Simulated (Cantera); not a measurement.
A Cantera script and its output.

```python
import numpy as np
import cantera as ct

gas = ct.Solution("gri30.yaml")


def delay(T, t_max=10):
    gas.TPX = T, 500000, {'CH4': 1, 'O2': 0.909, 'N2': 5.27}
    reactor = ct.IdealGasConstPressureReactor(gas, clone=False)
    net = ct.ReactorNet([reactor])
    net.rtol, net.atol = 1e-8, 1e-16
    while net.time < t_max:
        t_old, T_old = net.time, reactor.T
        net.step()
        if reactor.T > T + 400:  # ignition: a rise of 400 K
            return t_old + (T + 400 - T_old) / (reactor.T - T_old) * (net.time - t_old)
    return np.nan


taus = []
for T in [1250, 1300, 1350, 1400, 1450, 1500]:
    taus.append(delay(T))
    print(f"T0 = {T:6g} K   tau = {taus[-1]:.4e} s")
```

Result:

```
T0 =   1250 K   tau = 1.2422e-02 s
T0 =   1300 K   tau = 6.8147e-03 s
T0 =   1350 K   tau = 3.8165e-03 s
T0 =   1400 K   tau = 2.1739e-03 s
T0 =   1450 K   tau = 1.2568e-03 s
T0 =   1500 K   tau = 7.3761e-04 s
```

Model: GRI-Mech 3.0 (53 species, 325 reactions), integrated in Cantera.
